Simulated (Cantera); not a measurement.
Input (Python, Cantera):

```python
import numpy as np
import cantera as ct

gas = ct.Solution("gri30.yaml")
gas.TPX = 1823, 32000, {'CH4': 1, 'CO2': 1.7}
reactor = ct.IdealGasConstPressureReactor(gas, energy="off", clone=False)
net = ct.ReactorNet([reactor])
net.rtol, net.atol = 1e-08, 1e-18
show = ['CH4', 'CO2', 'H2', 'C2H6', 'O', 'C2H']
times = np.geomspace(9e-06, 50, 15)

steps = ct.SolutionArray(gas, extra=["t"])
rows = []
print(f"{'t/s':>10s}{'T/K':>9s}{'P/Pa':>11s}" + "".join(f"{s:>11s}" for s in show))
for t in times:
    while net.time < t:
        t_next = net.step()
        steps.append(gas.state, t=t_next)
    rows.append([np.interp(t, steps.t, y) for y in (steps.T, steps.P, *steps(*show).X.T)])
    print(f"{t:10.3e}{rows[-1][0]:9.1f}{rows[-1][1]:11.4g}" + "".join(f"{x:11.3e}" for x in rows[-1][2:]))
rate = np.gradient(steps.T, steps.t)
print("integrator steps:", len(steps.t))
if steps.T.max() > steps.T[0] + 200:
    print(f"time of steepest temperature rise: {steps.t[rate.argmax()]:.4e} s")
gas.TPX = 1823, 32000, {'CH4': 1, 'CO2': 1.7}
gas.equilibrate("TP")
print(f"equilibrium (TP): T = {gas.T:.1f} K  " + "  ".join(f"{s} {gas[s].X[0]:.3e}" for s in show))
```

It prints:

```
       t/s      T/K       P/Pa        CH4        CO2         H2       C2H6          O        C2H
 9.000e-06   1823.0    3.2e+04  3.701e-01  6.295e-01  1.229e-04  2.162e-07  4.201e-11  1.084e-15
 2.729e-05   1823.0    3.2e+04  3.694e-01  6.294e-01  3.919e-04  5.336e-06  4.689e-11  4.130e-13
 8.275e-05   1823.0    3.2e+04  3.671e-01  6.287e-01  1.563e-03  9.389e-05  7.821e-11  1.182e-10
 2.509e-04   1823.0    3.2e+04  3.531e-01  6.245e-01  1.147e-02  7.255e-04  3.941e-10  9.660e-09
 7.609e-04   1823.0    3.2e+04  2.778e-01  5.894e-01  7.924e-02  1.019e-03  1.651e-09  2.196e-07
 2.307e-03   1823.0    3.2e+04  1.627e-01  4.939e-01  1.831e-01  3.115e-04  2.090e-09  7.413e-07
 6.996e-03   1823.0    3.2e+04  6.663e-02  3.409e-01  1.979e-01  7.508e-05  3.561e-09  1.283e-06
 2.121e-02   1823.0    3.2e+04  1.590e-02  1.734e-01  1.515e-01  1.158e-05  9.335e-09  2.055e-06
 6.432e-02   1823.0    3.2e+04  9.978e-03  1.123e-01  1.970e-01  3.829e-06  1.057e-08  1.221e-06
 1.950e-01   1823.0    3.2e+04  6.705e-03  7.291e-02  2.594e-01  1.168e-06  9.963e-09  4.431e-07
 5.914e-01   1823.0    3.2e+04  2.772e-03  5.052e-02  3.052e-01  1.583e-07  1.002e-08  7.976e-08
 1.793e+00   1823.0    3.2e+04  1.595e-04  4.441e-02  3.202e-01  4.923e-10  9.941e-09  7.850e-10
 5.438e+00   1823.0    3.2e+04  2.748e-09  4.427e-02  3.206e-01  3.233e-19  1.037e-08  2.807e-17
 1.649e+01   1823.0    3.2e+04  2.693e-09  4.427e-02  3.206e-01  2.269e-19  1.037e-08  1.345e-17
 5.000e+01   1823.0    3.2e+04  2.693e-09  4.427e-02  3.206e-01  2.269e-19  1.037e-08  1.345e-17
integrator steps: 2160
equilibrium (TP): T = 1823.0 K  CH4 3.049e-09  CO2 4.427e-02  H2 3.206e-01  C2H6 2.782e-19  O 1.037e-08  C2H 1.521e-17
```

Detailed kinetics in Cantera: GRI-Mech 3.0 (53 species, 325 reactions).
